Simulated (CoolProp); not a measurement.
Normal hydrogen along the isotherm 28.6 K: Z from the reference equation and from simpler models built on Tc = 33.1 K, pc = 1.296 MPa, ω = -0.219; each cubic takes its own stable root.

Values from CoolProp's reference Helmholtz-energy equation of state, Leachman 2009.

| p (MPa) | phase | reference | van der Waals | Redlich-Kwong | Soave-Redlich-Kwong |
|---|---|---|---|---|---|
| 0.13 | gas | 0.9505 | 0.9560 | 0.9459 | 0.9496 |
| 0.259 | gas | 0.8967 | ___ | 0.8870 | 0.8953 |
| 0.389 | gas | 0.8357 | 0.8547 | 0.8200 | 0.8346 |
| 0.519 | gas | 0.7643 | 0.7928 | 0.7404 | 0.7648 |
| 0.778 | liquid | 0.1124 | 0.1457 | ___ | 0.1134 |
| 0.907 | liquid | 0.1298 | 0.1673 | 0.1211 | 0.1303 |
| 1.04 | liquid | 0.1475 | 0.1893 | 0.1377 | 0.1474 |
| 1.17 | liquid | 0.1646 | ___ | 0.1537 | 0.1639 |
| 1.3 | liquid | 0.1816 | 0.2314 | 0.1695 | 0.1801 |
| 1.43 | liquid | 0.1984 | 0.2521 | 0.1851 | 0.1962 |
| 1.56 | liquid | 0.2151 | 0.2726 | 0.2006 | 0.2120 |
| 1.69 | liquid | 0.2316 | 0.2929 | 0.2159 | 0.2276 |
| 1.81 | liquid | 0.2467 | 0.3115 | 0.2300 | 0.2420 |
| 1.94 | liquid | 0.2630 | ___ | 0.2451 | 0.2573 |

Q: Some entries are withheld; supply them.

A: 
- 0.259, van der Waals: 0.9083
- 0.778, Redlich-Kwong: 0.1048
- 1.17, van der Waals: 0.2104
- 1.94, van der Waals: 0.3316
